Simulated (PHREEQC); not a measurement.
# Acid rinse or clean: an equilibrium model

Solution (25 °C): 0.015 mol/kgw HF, 0.13 mol/kgw AlCl3 and 0.00012 mol/kgw KCl. Closed to the air; pH follows from the charge balance.

All values are PHREEQC results (ion-association model, wateq4f.dat), not measurements.

This is a speciation only: nothing precipitates in the calculation.

### Question
Predict the pH, activity of water.

### Answer
pH 1.95; activity of water 0.991.

### Question
In which forms is F present?

### Answer
AlF+2 99 %, AlF2+ 1.0 % of the F.

Caution: at this ionic strength the ion-association model is outside its range; a Pitzer model would be the better tool where its parameters exist. Fluoro complexes past AlF4- and FeF3 are missing from the database.
